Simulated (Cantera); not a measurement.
A closed system holds: 1 mol HgO, a varied amount of N2, equilibrated at 1250 °C and 140000 Pa.

Method: chemical equilibrium by Gibbs-energy minimisation in Cantera with the NASA 1993 tables (ideal gas, pure condensed phases). Candidate condensed phases: Hg, HgO; 10 gas species. The numbers say what is thermodynamically allowed, not how fast it happens.

x: gas mole fraction; nothing condenses.

```csv
n(N2) (mol),x N2,x Hg,x O2,x NO,x NO2,x O,x N2O
3.3,0.687,0.208,0.104,0.000898,3.74e-6,[?],6.05e-8
4.5,0.750,0.167,0.0829,0.000838,3.13e-6,[?],5.90e-8
6.2,0.805,0.130,0.0645,0.000766,2.52e-6,[?],5.59e-8
8.6,0.851,0.0990,0.0492,0.000688,1.97e-6,[?],5.16e-8
12,0.889,0.0741,0.0367,0.000608,1.51e-6,[?],4.66e-8
17,0.919,0.0541,0.0268,0.000527,1.12e-6,[?],4.11e-8
23,0.939,0.0408,0.0202,0.000463,8.51e-7,[?],3.64e-8
32,0.955,0.0299,0.0147,0.000399,6.27e-7,[?],3.17e-8
```

Question: Fill in the missing entries.

Answer: 
- 3.3, x O: 1.50e-6
- 4.5, x O: 1.35e-6
- 6.2, x O: 1.19e-6
- 8.6, x O: 1.04e-6
- 12, x O: 8.95e-7
- 17, x O: 7.64e-7
- 23, x O: 6.64e-7
- 32, x O: 5.67e-7
